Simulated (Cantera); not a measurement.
Input (Python, Cantera):

```python
import numpy as np
import cantera as ct

gas = ct.Solution("gri30.yaml")
gas.TPX = 598, 1000000, {'CH4': 1, 'H2': 0.033, 'O2': 2.92, 'N2': 11}
inlet = ct.Reservoir(gas, clone=True)
gas.equilibrate("HP")  # start burning
reactor = ct.IdealGasConstPressureReactor(gas, energy="on", clone=False)
exhaust = ct.Reservoir(gas, clone=True)
tau = [0.19, 0.073, 0.029, 0.011, 0.0043, 0.0017, 0.00066, 0.00026, 0.0001, 3.9e-05, 1.5e-05][0]
for a, b in ((inlet, reactor), (reactor, exhaust)):
    ct.MassFlowController(a, b, mdot=lambda t: reactor.mass / tau)
net = ct.ReactorNet([reactor])
show = ['CH4', 'H2', 'O2', 'N2O', 'CH2CO']

rows = []
print(f"{'tau/s':>10s}{'T/K':>9s}" + "".join(f"{s:>11s}" for s in show))
for tau in [0.19, 0.073, 0.029, 0.011, 0.0043, 0.0017, 0.00066, 0.00026, 0.0001, 3.9e-05, 1.5e-05]:
    net.initial_time = 0.0
    net.advance(30 * tau)
    before = gas.X
    net.advance(40 * tau)
    drift = np.max(np.abs(gas.X - before) / (gas.X + 1e-9))
    rows.append([gas.T, *gas[show].X, drift])
    print(f"{tau:10.3e}{gas.T:9.1f}" + "".join(f"{x:11.3e}" for x in gas[show].X))
```

It prints:

```
     tau/s      T/K        CH4         H2         O2        N2O      CH2CO
 1.900e-01   2052.1  5.770e-07  7.687e-05  5.967e-02  7.868e-07  1.413e-11
 7.300e-02   2053.1  1.468e-06  8.065e-05  5.997e-02  8.032e-07  5.009e-11
 2.900e-02   2053.2  3.562e-06  8.874e-05  6.013e-02  8.412e-07  2.019e-10
 1.100e-02   2051.9  8.690e-06  1.087e-04  6.025e-02  9.370e-07  9.759e-10
 4.300e-03   2048.8  1.934e-05  1.523e-04  6.039e-02  1.135e-06  4.408e-09
 1.700e-03   2042.6  3.978e-05  2.402e-04  6.064e-02  1.473e-06  1.756e-08
 6.600e-04   2030.8  7.940e-05  4.106e-04  6.115e-02  1.902e-06  6.381e-08
 2.600e-04   2009.9  1.567e-04  7.122e-04  6.218e-02  2.183e-06  2.115e-07
 1.000e-04   1971.0  3.348e-04  1.250e-03  6.442e-02  2.099e-06  7.367e-07
 3.900e-05   1888.5  9.320e-04  2.264e-03  7.027e-02  1.565e-06  3.780e-06
 1.500e-05    598.0  6.688e-02  2.207e-03  1.953e-01 -2.594e-20 -1.344e-18
```

Computed with Cantera and GRI-Mech 3.0 (53 species, 325 reactions).
